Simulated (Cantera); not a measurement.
What does this Cantera script print?

```python
import numpy as np
import cantera as ct

gas_names = """
    H HO2 H2 H2O H2O2 H2S H2SO4 O OH O2 O3 S SH SO SO2 SO3 S2 S2O S8
""".split()
cond_names = """
    H2O(s) H2O(L) H2SO4(L) S(cr1) S(cr2) S(L)
""".split()


# ... load() reads the species with a 1 bar reference pressure and builds the phases ...
atoms = {
    'H2S': {'H': 2, 'S': 1},
    'O2': {'O': 2},
}
top_T = {}  # K; cautious upper limits of use, not melting points


# ... equilibrate(T, P, feed) seeds the gas with the atoms and calls Mixture.equilibrate('TP', solver="vcs", rtol=1e-11, max_steps=5000) ...
results = []
feed = {'H2S': 1, 'O2': 0.048}  # mol
P = 2100  # Pa
for T in [1775, 1850, 1925, 2000, 2075, 2150, 2225, 2300]:
    mix = equilibrate(T, P, feed)
    results.append((T, P, feed, dict(zip(mix.species_names, mix.species_moles))))
    x = sorted(zip(gas.X, gas.species_names), reverse=True)
    print(f"T = {T:g} K  P = {P:g} Pa  gas = {mix.phase_moles(0):.4g} mol")
    print("   x: " + "  ".join(f"{s} {v:.3e}" for v, s in x if v > 0.001))
    print("   condensed (mol): " + ("  ".join(f"{mix.phase(i).name} {mix.phase_moles(i):.4g}"
          for i in range(1, mix.n_phases) if mix.phase_moles(i) > 1e-12) or "none"))
```

It prints:

```
T = 1775 K  P = 2100 Pa  gas = 1.466 mol
   x: H2 5.581e-01  S2 3.039e-01  H2O 6.232e-02  H2S 5.253e-02  SH 1.676e-02  S 2.302e-03  SO 1.817e-03  H 1.492e-03
   condensed (mol): none
T = 1850 K  P = 2100 Pa  gas = 1.477 mol
   x: H2 5.636e-01  S2 3.033e-01  H2O 6.025e-02  H2S 4.131e-02  SH 2.061e-02  S 4.181e-03  SO 2.941e-03  H 2.791e-03
   condensed (mol): none
T = 1925 K  P = 2100 Pa  gas = 1.489 mol
   x: H2 5.663e-01  S2 3.004e-01  H2O 5.766e-02  H2S 3.284e-02  SH 2.480e-02  S 7.223e-03  H 4.964e-03  SO 4.532e-03  SO2 1.008e-03
   condensed (mol): none
T = 2000 K  P = 2100 Pa  gas = 1.502 mol
   x: H2 5.663e-01  S2 2.951e-01  H2O 5.447e-02  SH 2.922e-02  H2S 2.632e-02  S 1.192e-02  H 8.445e-03  SO 6.649e-03  SO2 1.242e-03
   condensed (mol): none
T = 2075 K  P = 2100 Pa  gas = 1.517 mol
   x: H2 5.635e-01  S2 2.870e-01  H2O 5.066e-02  SH 3.375e-02  H2S 2.122e-02  S 1.888e-02  H 1.380e-02  SO 9.304e-03  SO2 1.458e-03
   condensed (mol): none
T = 2150 K  P = 2100 Pa  gas = 1.537 mol
   x: H2 5.573e-01  S2 2.760e-01  H2O 4.629e-02  SH 3.821e-02  S 2.877e-02  H 2.173e-02  H2S 1.714e-02  SO 1.243e-02  SO2 1.626e-03
   condensed (mol): none
T = 2225 K  P = 2100 Pa  gas = 1.562 mol
   x: H2 5.470e-01  S2 2.618e-01  SH 4.236e-02  S 4.227e-02  H2O 4.149e-02  H 3.306e-02  SO 1.587e-02  H2S 1.381e-02  SO2 1.727e-03
   condensed (mol): none
T = 2300 K  P = 2100 Pa  gas = 1.595 mol
   x: H2 5.318e-01  S2 2.441e-01  S 5.996e-02  H 4.870e-02  SH 4.592e-02  H2O 3.644e-02  SO 1.943e-02  H2S 1.106e-02  SO2 1.749e-03
   condensed (mol): none
```

These are equilibrium values from Cantera (NASA tables, ideal gas, pure condensed phases), not measurements of a reactor.
